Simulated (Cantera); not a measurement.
A freely propagating, adiabatic, planar premixed flame of 5.56 % C3H8, 19.9 % O2, 74.6 % N2, equivalence ratio 1.4, unburnt at 475 K and 0.290 bar; mixture-averaged transport, grid criteria slope 0.08 and curve 0.16, no radiation.

Detailed kinetics in Cantera: GRI-Mech 3.0 (53 species, 325 reactions). GRI-Mech 3.0 was tuned for natural gas; its chemistry of propane as a main component is partial and can be far from experiment. Burning velocities carry a grid error of a few per cent, more on coarse grids.

x: mole fraction of selected species; z is measured from the peak of heat release.

```csv
z (mm),T (K),u (m/s),x C3H8,x O2,x C2H2,x NO,x HO2,x HCO
-2.94,475,0.941,0.0555,0.198,6.30e-8,<1e-8,6.57e-8,<1e-8
-1.96,477,0.949,0.0553,0.197,1.35e-6,<1e-8,1.01e-6,<1e-8
-1.47,486,0.972,0.0550,0.195,9.12e-6,4.23e-8,5.22e-6,<1e-8
-0.981,552,1.12,0.0536,0.187,0.000100,3.70e-7,2.91e-5,<1e-8
-0.491,962,2.04,0.0374,0.144,0.00118,3.42e-6,7.84e-5,1.10e-6
-0.245,1359,3.01,0.0121,0.0966,0.00302,7.67e-6,0.000191,3.75e-5
0,1721,3.92,0.000430,0.0494,0.00507,1.54e-5,0.000102,9.53e-5
0.245,1917,4.40,1.02e-6,0.0211,0.00292,2.80e-5,1.30e-5,4.34e-5
0.491,1989,4.56,<1e-8,0.00874,0.000824,4.17e-5,1.75e-6,1.16e-5
0.981,2021,4.62,<1e-8,(withheld),(withheld),(withheld),(withheld),(withheld)
1.96,2033,4.63,<1e-8,0.00111,2.70e-7,7.30e-5,1.57e-7,8.80e-8
3.93,2046,4.65,<1e-8,(withheld),<1e-8,7.86e-5,(withheld),(withheld)
7.85,2064,4.69,<1e-8,0.000721,<1e-8,8.13e-5,1.10e-7,6.93e-8
```

Task: What belongs in the gaps?

Result: 
- 0.981, x O2: 0.00225
- 0.981, x C2H2: 4.38e-5
- 0.981, x NO: 6.01e-5
- 0.981, x HO2: 2.76e-7
- 0.981, x HCO: 5.96e-7
- 3.93, x O2: 0.000916
- 3.93, x HO2: 1.35e-7
- 3.93, x HCO: 7.87e-8
